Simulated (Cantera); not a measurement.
A freely propagating, adiabatic, planar premixed flame of 11.8 % CH4, 0.509 % CO, 18.4 % O2, 69.3 % N2, equivalence ratio 1.3, unburnt at 373 K and 100.0 Torr; mixture-averaged transport, grid criteria slope 0.08 and curve 0.16, no radiation.

Detailed kinetics in Cantera: GRI-Mech 3.0 (53 species, 325 reactions). Burning velocities carry a grid error of a few per cent, more on coarse grids.

Q: Predict: laminar burning velocity; thermal thickness; peak x(HCO); peak x(HCN).

A: 
```
Quantity                      Value
------------------------  ---------
laminar burning velocity  65.9 cm/s
thermal thickness           2.53 mm
peak x(HCO)                 6.42e-5
peak x(HCN)                 1.67e-5
```
